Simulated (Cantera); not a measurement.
A closed system holds: 1 mol FeS, 4.6 mol O2, 4.4 mol N2, at 0.100 bar.

Cantera equilibrium calculation (NASA polynomials, part measured and part estimated; ideal gas, pure solids and liquids). Candidate condensed phases: Fe, FeO, FeS, FeSO4, FeS2, Fe2O3, Fe2(SO4)3, Fe3O4, S; 19 gas species. The numbers say what is thermodynamically allowed, not how fast it happens.

Question: At 1025 K, list the 5 most abundant gas species with their mole fractions, and the condensed phases.

Answer: N2 0.540, O2 0.337, SO2 0.0982, SO3 0.0245, NO 4.29e-5. Condensed: Fe2O3(s).
